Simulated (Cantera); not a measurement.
Input (Python, Cantera) and output of one run.

```python
import numpy as np
import cantera as ct

gas_names = """
    B BH BH2 BH3 BN B2 H H2 N NH NH2 NH3 N2 N2H2 N2H4
""".split()
cond_names = """
    B(b) B(L) BN(s)
""".split()


# ... load() reads the species with a 1 bar reference pressure and builds the phases ...
atoms = {
    'BN': {'B': 1, 'N': 1},
    'H2': {'H': 2},
}
top_T = {'BN(s)': 3200}  # K; cautious upper limits of use, not melting points


# ... equilibrate(T, P, feed) seeds the gas with the atoms and calls Mixture.equilibrate('TP', solver="vcs", rtol=1e-11, max_steps=5000) ...
results = []
feed = {'BN': 1, 'H2': 0.05}  # mol
for P in [1, 4, 16, 63, 250, 1000, 4000, 16000, 63000, 250000, 1000000]:
    for T in [1800, 1900, 2000, 2100, 2200, 2300, 2400, 2500, 2600, 2700]:
        mix = equilibrate(T, P, feed)
        results.append((T, P, feed, dict(zip(mix.species_names, mix.species_moles))))

for T, P, feed, n in results:
    print(f"{T:7g} {P:10.4g}  " + (" + ".join(c for c in cond_names if n.get(c, 0) > 1e-12) or "gas only"))
```

Result:

```
   1800          1  B(b) + BN(s)
   1900          1  B(b)
   2000          1  B(b)
   2100          1  B(b)
   2200          1  B(b)
   2300          1  gas only
   2400          1  gas only
   2500          1  gas only
   2600          1  gas only
   2700          1  gas only
   1800          4  B(b) + BN(s)
   1900          4  B(b) + BN(s)
   2000          4  B(b)
   2100          4  B(b)
   2200          4  B(b)
   2300          4  B(b)
   2400          4  gas only
   2500          4  gas only
   2600          4  gas only
   2700          4  gas only
   1800         16  B(b) + BN(s)
   1900         16  B(b) + BN(s)
   2000         16  B(b) + BN(s)
   2100         16  B(b)
   2200         16  B(b)
   2300         16  B(b)
   2400         16  B(L)
   2500         16  B(L)
   2600         16  gas only
   2700         16  gas only
   1800         63  B(b) + BN(s)
   1900         63  B(b) + BN(s)
   2000         63  B(b) + BN(s)
   2100         63  B(b) + BN(s)
   2200         63  B(b)
   2300         63  B(b)
   2400         63  B(L)
   2500         63  B(L)
   2600         63  B(L)
   2700         63  gas only
   1800        250  B(b) + BN(s)
   1900        250  B(b) + BN(s)
   2000        250  B(b) + BN(s)
   2100        250  B(b) + BN(s)
   2200        250  B(b) + BN(s)
   2300        250  B(b)
   2400        250  B(L)
   2500        250  B(L)
   2600        250  B(L)
   2700        250  B(L)
   1800       1000  B(b) + BN(s)
   1900       1000  B(b) + BN(s)
   2000       1000  B(b) + BN(s)
   2100       1000  B(b) + BN(s)
   2200       1000  B(b) + BN(s)
   2300       1000  B(b) + BN(s)
   2400       1000  B(L)
   2500       1000  B(L)
   2600       1000  B(L)
   2700       1000  B(L)
   1800       4000  B(b) + BN(s)
   1900       4000  B(b) + BN(s)
   2000       4000  B(b) + BN(s)
   2100       4000  B(b) + BN(s)
   2200       4000  B(b) + BN(s)
   2300       4000  B(b) + BN(s)
   2400       4000  B(L) + BN(s)
   2500       4000  B(L)
   2600       4000  B(L)
   2700       4000  B(L)
   1800    1.6e+04  BN(s)
   1900    1.6e+04  B(b) + BN(s)
   2000    1.6e+04  B(b) + BN(s)
   2100    1.6e+04  B(b) + BN(s)
   2200    1.6e+04  B(b) + BN(s)
   2300    1.6e+04  B(b) + BN(s)
   2400    1.6e+04  B(L) + BN(s)
   2500    1.6e+04  B(L) + BN(s)
   2600    1.6e+04  B(L)
   2700    1.6e+04  B(L)
   1800    6.3e+04  BN(s)
   1900    6.3e+04  BN(s)
   2000    6.3e+04  BN(s)
   2100    6.3e+04  B(b) + BN(s)
   2200    6.3e+04  B(b) + BN(s)
   2300    6.3e+04  B(b) + BN(s)
   2400    6.3e+04  B(L) + BN(s)
   2500    6.3e+04  B(L) + BN(s)
   2600    6.3e+04  B(L) + BN(s)
   2700    6.3e+04  B(L) + BN(s)
   1800    2.5e+05  BN(s)
   1900    2.5e+05  BN(s)
   2000    2.5e+05  BN(s)
   2100    2.5e+05  BN(s)
   2200    2.5e+05  B(b) + BN(s)
   2300    2.5e+05  B(b) + BN(s)
   2400    2.5e+05  B(L) + BN(s)
   2500    2.5e+05  B(L) + BN(s)
   2600    2.5e+05  B(L) + BN(s)
   2700    2.5e+05  B(L) + BN(s)
   1800      1e+06  BN(s)
   1900      1e+06  BN(s)
   2000      1e+06  BN(s)
   2100      1e+06  BN(s)
   2200      1e+06  BN(s)
   2300      1e+06  BN(s)
   2400      1e+06  B(L) + BN(s)
   2500      1e+06  B(L) + BN(s)
   2600      1e+06  B(L) + BN(s)
   2700      1e+06  B(L) + BN(s)
```

Cantera equilibrium calculation (NASA polynomials, part measured and part estimated; ideal gas, pure solids and liquids). Mutual solubility and eutectic melting of coexisting phases are not modelled.
